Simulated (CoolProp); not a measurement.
Saturation properties of trans-2-butene.

Model: reference Helmholtz-energy equation of state, Lemmon 2005, in CoolProp. It is a short technical equation, of lower accuracy than the large ones.

```csv
T (K),p (bar),liquid density (kg/m³),vapour density (kg/m³),liquid cp (kJ/(kg K)),surface tension (mN/m)
262.8,0.6462,638.9,1.713,2.179,17.5
274.8,1.043,625.6,2.678,2.225,16.0
286.8,1.610,611.9,4.021,2.276,14.5
298.9,2.397,597.6,5.852,2.333,13.0
310.9,3.438,582.9,8.254,2.396,11.6
322.9,4.790,567.5,11.37,2.467,10.2
334.9,6.505,551.3,15.37,2.547,8.78
347,8.660,533.8,20.51,2.641,7.44
359,11.28,515.1,27.01,2.753,6.15
371,14.45,494.6,35.34,2.894,4.91
383.1,18.26,471.6,46.28,3.087,3.72
395.1,22.76,445.1,60.88,3.380,2.60
```

It boils at 274.0 K under 1 atm.

Surface tension comes from a separate correlation (Mulero 2014).
